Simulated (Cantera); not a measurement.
Charge: 1 mol toluene, 2.9 mol H₂, 42 mol N₂, equilibrated at 1.20 bar.

Cantera equilibrium calculation (NASA polynomials, part measured and part estimated; ideal gas, pure solids and liquids). Candidate condensed phases: C, C₆H₆, C₇H₈, C₈H₁₈; 92 gas species. Equilibrium is a limit: real reactors are often held back by kinetics, nucleation or transport. All values below are at 577 °C.

Base state: N₂ 0.868, H₂ 0.121, CH₄ 0.0109, NH₃ 8.71e-5 (mole fractions); condensed: C(graphite).

Q: What changes in the equilibrium state with this change: H₂ from 2.9 to 0.58 mol?

A: 
| species | before | after |
|---|---|---|
| N₂ | 0.868 | 0.907 |
| H₂ | 0.121 | 0.0874 |
| CH₄ | 0.0109 | 0.00570 |
| NH₃ | 8.71e-5 | 5.48e-5 |
| C(graphite), mol | 6.47 | 6.74 |
